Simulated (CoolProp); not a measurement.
Saturation properties of water (Tc = 373.9 °C, pc = 22.06 MPa, ω = 0.344).

Model: reference Helmholtz-energy equation of state, Wagner 2002, in CoolProp.

```json
[
 {"T (°C)": "177.95", "p (MPa)": "0.9564", "vapour density (kg/m³)": "4.931", "liquid cp (kJ/(kg K))": "4.397", "liquid conductivity (mW/(m K))": "672"},
 {"T (°C)": "198.55", "p (MPa)": "1.508", "vapour density (kg/m³)": "7.633", "liquid cp (kJ/(kg K))": "4.488", "liquid conductivity (mW/(m K))": "?"},
 {"T (°C)": "219.05", "p (MPa)": "2.278", "vapour density (kg/m³)": "11.41", "liquid cp (kJ/(kg K))": "4.608", "liquid conductivity (mW/(m K))": "646"},
 {"T (°C)": "239.65", "p (MPa)": "?", "vapour density (kg/m³)": "16.65", "liquid cp (kJ/(kg K))": "4.769", "liquid conductivity (mW/(m K))": "?"},
 {"T (°C)": "260.25", "p (MPa)": "?", "vapour density (kg/m³)": "23.81", "liquid cp (kJ/(kg K))": "4.989", "liquid conductivity (mW/(m K))": "605"},
 {"T (°C)": "280.75", "p (MPa)": "6.489", "vapour density (kg/m³)": "33.58", "liquid cp (kJ/(kg K))": "5.303", "liquid conductivity (mW/(m K))": "580"},
 {"T (°C)": "301.35", "p (MPa)": "8.752", "vapour density (kg/m³)": "47.21", "liquid cp (kJ/(kg K))": "?", "liquid conductivity (mW/(m K))": "551"},
 {"T (°C)": "321.85", "p (MPa)": "11.56", "vapour density (kg/m³)": "66.74", "liquid cp (kJ/(kg K))": "6.639", "liquid conductivity (mW/(m K))": "517"},
 {"T (°C)": "342.45", "p (MPa)": "15.06", "vapour density (kg/m³)": "97.29", "liquid cp (kJ/(kg K))": "8.558", "liquid conductivity (mW/(m K))": "477"},
 {"T (°C)": "363.05", "p (MPa)": "19.36", "vapour density (kg/m³)": "156.7", "liquid cp (kJ/(kg K))": "18.26", "liquid conductivity (mW/(m K))": "434"}
]
```

Question: Some entries are withheld; supply them.

Answer: 
- 198.55, liquid conductivity (mW/(m K)): 661
- 239.65, p (MPa): 3.326
- 239.65, liquid conductivity (mW/(m K)): 628
- 260.25, p (MPa): 4.711
- 301.35, liquid cp (kJ/(kg K)): 5.790

It boils at 100.0 °C under 1 atm.

Thermal conductivity comes from a separate model (Huber 2012).
